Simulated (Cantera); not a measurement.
Source: NASA polynomial tables (part measured, part estimated), evaluated in Cantera. Values are per mole of reaction as written; species without (g) are pure solids or liquids, kept so even where they would boil at 1 bar.

Cl2(g) + 2 Cs(g) ⇌ 2 CsCl, with ΔH° = -1038.6 kJ and ΔS° = -371.7 J/K at 300 K.

Q: How far is the shortcut ΔG° ≈ ΔH°(300 K) − T·ΔS°(300 K) from the full temperature-dependent value at 973, 1023, 1073, 1123, 1173, 1223, 1273, 1323 K?

A: 
```csv
T (K),shortcut (kJ),full (kJ),difference (kJ),difference in log10 K,condensed phases
973,-676.9,-698.0,21.1,-1.13,CsCl(l)
1023,-658.3,-684.2,25.8,-1.32,CsCl(l)
1073,-639.8,-670.5,30.7,-1.49,CsCl(l)
1123,-621.2,-656.9,35.8,-1.66,CsCl(l)
1173,-602.6,-643.6,41.0,-1.83,CsCl(l)
1223,-584.0,-630.4,46.4,-1.98,CsCl(l)
1273,-565.4,-617.4,52.0,-2.13,CsCl(l)
1323,-546.8,-604.5,57.7,-2.28,CsCl(l)
```
The shortcut ignores heat capacities and the phase changes listed.
